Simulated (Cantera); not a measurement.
An isothermal plug-flow reactor at 700 K and 0.260 bar (inlet), inlet velocity 0.3 m/s, active area per volume 360 1/m; feed CO : O₂ : N₂ : H₂O = 0.0021 : 0.024 : 0.79 : 0.0061 (molar parts), equivalence ratio 0.044.

Computed with Cantera and Deutschmann's 1995 Pt surface mechanism with GRI-Mech 3.0 gas chemistry. Catalytic surfaces can have several steady states; this one follows from the mechanism file's or the stated starting coverage. Mass transfer to the wall is taken as infinitely fast.

One state of this run: x CO = 0.000626; x O₂ = 0.0283; x H₂O = 0.00743; x CO₂ = 0.00193; θ free Pt = 0.0310; θ O* = 0.967; θ OH* = 0.00149; θ CO* = 0.000213. x: gas mole fraction; θ: surface coverage.

Task: Which value of z (m) does it belong to?
A) 0.0018
B) 0.01
C) 0.00058
D) 0.00032

Result: A, 0.0018
